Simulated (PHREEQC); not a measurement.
Solution (91 °C): 0.022 mol H3BO3, 0.19 mol NH3 and 0.025 mol NaCl per kg of water. Closed to the air; pH follows from the charge balance.

Model: ion-association model, wateq4f.dat, run in PHREEQC.

This is a speciation only: nothing precipitates in the calculation.

**Question.** What pH does the model give?

**Answer.** pH 8.83.

**Question.** In which forms is B present?

**Answer.** H2BO3- 57 %, H3BO3 43 % of the B.

At this temperature some constants are extrapolated from 25 °C, and those without enthalpy data are left unchanged.
